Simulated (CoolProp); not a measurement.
A closed Brayton cycle with carbon dioxide: compressor inlet 330.15 K and 8 MPa, high pressure 15.7 MPa, turbine inlet 720 K, compressor efficiency 0.85, turbine efficiency 0.93, recuperator effectiveness 0.8 (on enthalpy, no pinch check). Each further row changes one setting.

The numbers come from the reference Helmholtz-energy equation of state, Span 1996 in CoolProp.

| case | thermal efficiency (%) | net work (kJ/kg) | compressor to turbine work | compressor exit (K) | turbine exit (K) |
|---|---|---|---|---|---|
| as stated | ___ | 44.9 | 0.44 | 388.9 | 642.8 |
| turbine inlet 670 K | ___ | ___ | 0.48 | 388.9 | 595.9 |
| compressor inlet 340.15 K | ___ | ___ | 0.49 | 401.8 | 642.8 |
| high pressure 13.3 MPa | 20.8 | 35.6 | ___ | 374.1 | ___ |
| recuperator effectiveness 0.5 | ___ | 44.9 | 0.44 | 388.9 | 642.8 |

Question: What belongs in the gaps?

Answer: 
- as stated, thermal efficiency (%): 23.4
- turbine inlet 670 K, thermal efficiency (%): 22.0
- turbine inlet 670 K, net work (kJ/kg): 38.4
- compressor inlet 340.15 K, thermal efficiency (%): 22.6
- compressor inlet 340.15 K, net work (kJ/kg): 41.1
- high pressure 13.3 MPa, compressor to turbine work: 0.42
- high pressure 13.3 MPa, turbine exit (K): 661.6
- recuperator effectiveness 0.5, thermal efficiency (%): 16.1
